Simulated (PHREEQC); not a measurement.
2.2 g of hydrous ferric oxide (600 m²/g; 0.2 weak and 0.005 strong sites per Fe, Dzombak-Morel constants, diffuse double layer) in 1 kg of water with 0.001 mol/kgw of an inert sodium salt and 0.00034 mol/kgw Na2HAsO4, at 25 °C; the pH is set by adding NaOH or the inert anion's acid. Oxygen is held at 0.21 atm. CO2 from the air is kept out. Precipitation was switched off in this run.

The series has 17 steps of pH, from 3 to 9.

The numbers come from PHREEQC with the ion-association model, wateq4f.dat.

Task: At which pH does the surface charge pass through zero?

Result: Near pH 7.8.

Complexes and solids missing from the database can't appear. The oxide is taken as insoluble; below pH 4 it would dissolve.
